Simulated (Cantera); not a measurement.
A closed system holds: 1 mol CHF3, 0.21 mol HCl, 11 mol H2, held at 2025 °C and 18.0 mbar.

Method: chemical equilibrium by Gibbs-energy minimisation in Cantera with the NASA 1993 tables (ideal gas, pure condensed phases). Candidate condensed phases: C, C6H6, C7H8, C8H18; 118 gas species. The numbers say what is thermodynamically allowed, not how fast it happens.

### Question
What is the equilibrium state?

### Answer
| Quantity | Value |
|---|---|
| x(H2) | 0.702 |
| x(HF) | 0.220 |
| x(H) | 0.0598 |
| x(HCl) | 0.0145 |
| x(C2H2 (acetylene)) | 0.00300 |
| x(Cl) | 0.000892 |
| x(F) | 2.22e-5 |
| x(C2H) | 1.15e-5 |
| x(C4H2) | 5.27e-6 |
| n(C(graphite)) | 0.917 mol |
| gas amount | 13.62 mol |
